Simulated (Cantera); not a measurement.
An isothermal, constant-pressure homogeneous reactor starts with 38.8 % H2, 32.4 % O2, 28.8 % N2, at 1375 K and 81000 Pa.

Detailed kinetics in Cantera: GRI-Mech 3.0 (53 species, 325 reactions). The temperature is held fixed by assumption; the heat of reaction is taken as removed at once.

One state of this run: x H2 = 3.41e-5; x O2 = 0.161; x NO = 9.54e-6; x H2O = 0.482; x H = 9.59e-7. x: mole fraction; the columns are a selection and need not sum to one.

Problem. Which value of t (s) does it belong to?
A. 0.0761
B. 4.00
C. 0.000538
D. 0.000200

Solution. C, 0.000538
